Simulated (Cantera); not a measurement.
## Premixed flame

A freely propagating, adiabatic, planar premixed flame of 24.6 % H2, 21.6 % O2, 53.8 % N2, unburnt at 400 K and 100.0 Torr; mixture-averaged transport, grid criteria slope 0.08 and curve 0.16, no radiation.

Cantera simulation using the H2/O2 subset of GRI-Mech 3.0, which has no nitrogen chemistry; the numbers are that mechanism's predictions, not measurements. Burning velocities carry a grid error of a few per cent, more on coarse grids. Lean hydrogen flames are cellular in practice and burn faster than this planar one.

```
z (mm)  T (K)  u (m/s)     x H2   x O2     x H2O      x H   x H2O2      x OH
------  -----  -------  -------  -----  --------  -------  -------  --------
-14.0     400     2.74    0.246  0.216     <1e-8    <1e-8    <1e-8     <1e-8
-9.37     400     2.74    0.246  0.216     <1e-8    <1e-8    <1e-8     <1e-8
-7.02     400     2.74    0.246  0.216     <1e-8    <1e-8    <1e-8     <1e-8
-4.68     400     2.74    0.246  0.216   1.53e-8    <1e-8    <1e-8     <1e-8
-2.34     407     2.78    0.242  0.216  0.000231  2.27e-5  3.57e-6   1.77e-5
-1.17     623     4.14    0.208  0.214    0.0176  0.00491  1.62e-5  0.000715
0        1050     6.75    0.102  0.176     0.107   0.0345  1.40e-6   0.00293
1.17     1339     8.52   0.0288  0.121     0.197   0.0472  1.54e-6   0.00873
2.34     1475     9.34   0.0202  0.110     0.215   0.0401  1.00e-6    0.0117
4.68     1620     10.2   0.0186  0.106     0.224   0.0293  5.27e-7    0.0148
9.37     1770     11.0   0.0160  0.104     0.235   0.0188  2.61e-7    0.0171
18.7     1907     11.7   0.0122  0.103     0.246   0.0106  1.44e-7    0.0178
37.5     2026     12.4  0.00791  0.102     0.256  0.00485  9.04e-8    0.0164
```
x: mole fraction of selected species; z is measured from the peak of heat release.

```json
{
  "laminar_burning_velocity": "274 cm/s",
  "thermal_thickness": "4.68 mm",
  "peak x(H)": "0.0476",
  "peak x(H2O2)": "2.03e-5",
  "peak x(OH)": "0.0178",
  "grid_points": "129"
}
```
